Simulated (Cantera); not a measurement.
Transport properties of process gases

Gas mixture: 100 % CH4, at 0.323 Torr, frozen composition.

Cantera's kinetic-theory transport with the Lennard-Jones parameters of GRI-Mech 3.0, ideal gas; thermal conductivity in the multicomponent form. The composition is frozen, though it would react at the higher temperatures.

```tsv
T (K)	ρ (kg/m³)	cp (J/kg/K)	μ (µPa s)	λ (mW/m/K)	Pr	D (cm²/s) CO2	D (cm²/s) H	D (cm²/s) CH3
400	0.000207	2526	14.4	50.8	0.718	691	4420	913
550	0.000151	3093	18.3	78.3	0.723	1230	7730	1600
700	0.000119	3656	21.7	109	0.727	1870	11700	2420
850	9.76e-5	4143	24.8	141	0.728	2620	16300	3360
1000	8.30e-5	4589	27.7	174	0.730	3450	21400	4420
1150	7.21e-5	4962	30.3	206	0.730	4370	27100	5590
1300	6.38e-5	5281	32.9	238	0.730	5380	33300	6870
1450	5.72e-5	5554	35.3	269	0.730	6460	39900	8240
```
D: mixture-averaged diffusion coefficient of that species in the mixture.
